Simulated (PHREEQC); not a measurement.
0.15 g of hydrous ferric oxide (600 m²/g; 0.2 weak and 0.005 strong sites per Fe, Dzombak-Morel constants, diffuse double layer) in 1 kg of water with 0.005 mol/kgw of an inert sodium salt and 2.7e-06 mol/kgw NiCl2, at 25 °C; the pH is set by adding NaOH or the inert anion's acid. Oxygen is held at 0.21 atm. CO2 from the air is kept out. Nothing may precipitate in this run.

Base run: PHREEQC, ion-association model, wateq4f.dat. Each further column changes one thing. The table gives surface potential ψ (mV).

```json
[
 {"pH": "3", "base": "215", "background salt from 0.005 to 0.0005 mol/kgw": "237", "oxide from 0.15 to 0.75 g/kgw": "___", "0.00029 mol/kgw Ag2SO4 added": "104"},
 {"pH": "3.67", "base": "203", "background salt from 0.005 to 0.0005 mol/kgw": "___", "oxide from 0.15 to 0.75 g/kgw": "202", "0.00029 mol/kgw Ag2SO4 added": "102"},
 {"pH": "4.33", "base": "183", "background salt from 0.005 to 0.0005 mol/kgw": "202", "oxide from 0.15 to 0.75 g/kgw": "182", "0.00029 mol/kgw Ag2SO4 added": "100"},
 {"pH": "5", "base": "158", "background salt from 0.005 to 0.0005 mol/kgw": "172", "oxide from 0.15 to 0.75 g/kgw": "158", "0.00029 mol/kgw Ag2SO4 added": "93"},
 {"pH": "5.67", "base": "129", "background salt from 0.005 to 0.0005 mol/kgw": "138", "oxide from 0.15 to 0.75 g/kgw": "129", "0.00029 mol/kgw Ag2SO4 added": "82"},
 {"pH": "6.33", "base": "98", "background salt from 0.005 to 0.0005 mol/kgw": "___", "oxide from 0.15 to 0.75 g/kgw": "97", "0.00029 mol/kgw Ag2SO4 added": "69"},
 {"pH": "7", "base": "63", "background salt from 0.005 to 0.0005 mol/kgw": "65", "oxide from 0.15 to 0.75 g/kgw": "62", "0.00029 mol/kgw Ag2SO4 added": "51"},
 {"pH": "7.67", "base": "26", "background salt from 0.005 to 0.0005 mol/kgw": "26", "oxide from 0.15 to 0.75 g/kgw": "___", "0.00029 mol/kgw Ag2SO4 added": "24"},
 {"pH": "8.33", "base": "-12", "background salt from 0.005 to 0.0005 mol/kgw": "-12", "oxide from 0.15 to 0.75 g/kgw": "-12", "0.00029 mol/kgw Ag2SO4 added": "-11"},
 {"pH": "9", "base": "-49", "background salt from 0.005 to 0.0005 mol/kgw": "-51", "oxide from 0.15 to 0.75 g/kgw": "-50", "0.00029 mol/kgw Ag2SO4 added": "-44"},
 {"pH": "9.67", "base": "-85", "background salt from 0.005 to 0.0005 mol/kgw": "-89", "oxide from 0.15 to 0.75 g/kgw": "-86", "0.00029 mol/kgw Ag2SO4 added": "-65"},
 {"pH": "10.33", "base": "-118", "background salt from 0.005 to 0.0005 mol/kgw": "-125", "oxide from 0.15 to 0.75 g/kgw": "-119", "0.00029 mol/kgw Ag2SO4 added": "-71"},
 {"pH": "11", "base": "-147", "background salt from 0.005 to 0.0005 mol/kgw": "-156", "oxide from 0.15 to 0.75 g/kgw": "-147", "0.00029 mol/kgw Ag2SO4 added": "-73"}
]
```

Question: Complete the blanks.

Answer: 
- 3, oxide from 0.15 to 0.75 g/kgw: 213
- 3.67, background salt from 0.005 to 0.0005 mol/kgw: 226
- 6.33, background salt from 0.005 to 0.0005 mol/kgw: 103
- 7.67, oxide from 0.15 to 0.75 g/kgw: 25

The oxide is taken as insoluble; below pH 4 it would dissolve. In at least one series the solution becomes supersaturated in solids that the run did not let form, among them Ni(OH)2, Cerargyrite, Ag2O.
